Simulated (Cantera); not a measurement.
Charge: 1 mol c-C4F8, 3.5 mol H2, 0.012 mol F2, at 2075 K and 13.3 mbar.

These are equilibrium values from Cantera (NASA tables, ideal gas, pure condensed phases), not measurements of a reactor. Candidate condensed phases: C, C6H6, C7H8, C8H18; 95 gas species. The feed counts by its element totals alone. Gases not in the tables: C2F6 and larger saturated fluorocarbons. Rates play no part.

Base state: HF 0.938, CF2 0.0230, F 0.0207, CF4 0.0171, CF3 0.000659, CF 0.000137, H 1.33e-5 (mole fractions); condensed: C(graphite).

Question: What changes in the equilibrium state with this change: F2 from 0.012 to 0.19 mol?

Answer: 
```
species             before     after
----------------  --------  --------
HF                   0.938     0.923
CF2                 0.0230    0.0278
CF4                 0.0171    0.0252
F                   0.0207    0.0228
CF3               0.000659  0.000880
H                  1.33e-5   1.19e-5
CF                0.000137  0.000151
C(graphite), mol      3.69      3.59
```

Question: What changes in the equilibrium state with this change: H2 from 3.5 to 1.2 mol?

Answer: 
```
species             before     after
----------------  --------  --------
HF                   0.938     0.581
CF4                 0.0171     0.279
CF2                 0.0230    0.0928
F                   0.0207    0.0417
CF3               0.000659   0.00535
H                  1.33e-5   4.09e-6
CF                0.000137  0.000276
C(graphite), mol      3.69      2.44
```
